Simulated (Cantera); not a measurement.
Input: 1 mol Si, 0.36 mol O2, 19 mol H2, 0.036 mol H2O, equilibrated at 39.0 Pa.

These are equilibrium values from Cantera (NASA tables, ideal gas, pure condensed phases), not measurements of a reactor. Candidate condensed phases: H2O, Si, SiO2; 18 gas species. Mutual solubility and eutectic melting of coexisting phases are not modelled. The tables hold silica as quartz up to 1696 K and as liquid above; real silica turns to tridymite and cristobalite and melts near 1996 K. Gases not in the tables: Si2H6 and higher silanes. Rates play no part.

Question: Which condensed phases are stable at each of these points (T (°C)): 725, 825, 925, 1025, 1125, 1225, 1325, 1425, 1525?

Answer: 
```json
[
 {"T (°C)": "725", "condensed phases": "Si(s) + SiO2(β-quartz)", "Si condensed (%)": "100.0"},
 {"T (°C)": "825", "condensed phases": "Si(s) + SiO2(β-quartz)", "Si condensed (%)": "99.9"},
 {"T (°C)": "925", "condensed phases": "Si(s) + SiO2(β-quartz)", "Si condensed (%)": "97.5"},
 {"T (°C)": "1025", "condensed phases": "Si(s) + SiO2(β-quartz)", "Si condensed (%)": "63.9"},
 {"T (°C)": "1125", "condensed phases": "Si(s)", "Si condensed (%)": "24.4"},
 {"T (°C)": "1225", "condensed phases": "Si(s)", "Si condensed (%)": "24.3"},
 {"T (°C)": "1325", "condensed phases": "Si(s)", "Si condensed (%)": "23.9"},
 {"T (°C)": "1425", "condensed phases": "Si(l)", "Si condensed (%)": "20.9"},
 {"T (°C)": "1525", "condensed phases": "Si(l)", "Si condensed (%)": "7.8"}
]
```

From 725 °C to 1025 °C the condensed part is Si(s) + SiO2(β-quartz). From 1125 °C to 1325 °C the condensed part is Si(s). From 1425 °C to 1525 °C the condensed part is Si(l).
